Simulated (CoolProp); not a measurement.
Octamethyltrisiloxane (MDM) at 490.53 K and 11.8 MPa is throttled through a valve to 0.544 MPa with no heat exchange. Each further row changes one setting.

Computed with CoolProp (reference Helmholtz-energy equation of state, Thol 2017).

```csv
case,temperature change (K),final phase,final density (kg/m³)
as stated,+0.3,liquid,582
outlet pressure 0.163 MPa,-45.7,"two-phase, vapour fraction 0.718",16.1
outlet pressure 0.707 MPa,+0.4,liquid,584
```
